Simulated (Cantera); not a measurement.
Charge: 1 mol Si, 0.78 mol H2, held at 4.50 bar.

Method: chemical equilibrium by Gibbs-energy minimisation in Cantera with the NASA 1993 tables (ideal gas, pure condensed phases). Candidate condensed phases: Si; 9 gas species. Gases not in the tables: Si2H6 and higher silanes. The numbers say what is thermodynamically allowed, not how fast it happens.

x: gas mole fraction; n: condensed amount in mol.

| T (K) | x H2 | x H | x SiH2 | x SiH4 | n Si(s) | n Si(l) |
|---|---|---|---|---|---|---|
| 698 | 1.000 | <1e-12 | <1e-12 | 5.36e-7 | 1.00 | 0 |
| 798 | 1.000 | 1.26e-12 | <1e-12 | 9.09e-7 | 1.000 | 0 |
| 898 | 1.000 | 5.16e-11 | … | 1.35e-6 | 1.000 | 0 |
| 998 | 1.000 | 1.01e-9 | … | 1.84e-6 | 1.000 | 0 |
| 1098 | 1.000 | 1.17e-8 | … | 2.37e-6 | 1.000 | 0 |
| 1198 | 1.000 | 8.96e-8 | … | 2.91e-6 | 1.000 | 0 |
| 1298 | 1.000 | 5.05e-7 | … | 3.47e-6 | 1.000 | 0 |
| 1398 | 1.000 | 2.23e-6 | … | 4.04e-6 | 1.000 | 0 |
| 1498 | 1.000 | 8.10e-6 | … | 4.61e-6 | 1.000 | 0 |
| 1598 | 1.000 | 2.51e-5 | … | 5.18e-6 | 1.000 | 0 |
| 1698 | 1.000 | 6.82e-5 | … | 5.64e-6 | 0 | 1.000 |

**Question.** Complete the blanks.

**Answer.** 
- 898, x SiH2: 3.45e-12
- 998, x SiH2: 8.84e-11
- 1098, x SiH2: 1.25e-9
- 1198, x SiH2: 1.14e-8
- 1298, x SiH2: 7.39e-8
- 1398, x SiH2: 3.66e-7
- 1498, x SiH2: 1.46e-6
- 1598, x SiH2: 4.89e-6
- 1698, x SiH2: 1.40e-5
